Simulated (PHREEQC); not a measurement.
Solution (20 °C): 0.28 mol/kgw CdCl2, 0.005 mol/kgw H3BO3 and 0.0032 mol/kgw H2SO4. Closed to the air; pH follows from the charge balance.

Computed with PHREEQC (ion-association model, phreeqc.dat).

No solid was allowed to form.

Problem. Order these S species by the share of S that they hold, largest first: SO4-2, HSO4-, CdSO4, Cd(SO4)2-2.

Solution. SO4-2 (56 %), CdSO4 (34 %), HSO4- (8.5 %), Cd(SO4)2-2 (1.3 %)

Problem. Order these Cl species by the share of Cl that they hold, largest first: CdCl2, CdCl3-, CdCl+, Cl-.

Solution. Cl- (39 %), CdCl+ (30 %), CdCl2 (26 %), CdCl3- (5.0 %)

The pH is 2.32 and the ionic strength 0.263 mol/kgw. Species that the database lacks are ignored.
